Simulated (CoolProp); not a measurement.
The fluoroketone C6F12O (FK-5-1-12) at 388.16 K and 0.538 MPa is throttled through a valve to 0.149 MPa with no heat exchange. Each further row changes one setting.

Computed with CoolProp (reference Helmholtz-energy equation of state, McLinden 2015).

```tsv
case	temperature change (K)	final density (kg/m³)
as stated	-5.9	15.6
outlet pressure 0.0447 MPa	-7.3	4.53
outlet pressure 0.194 MPa	-5.3	20.6
```
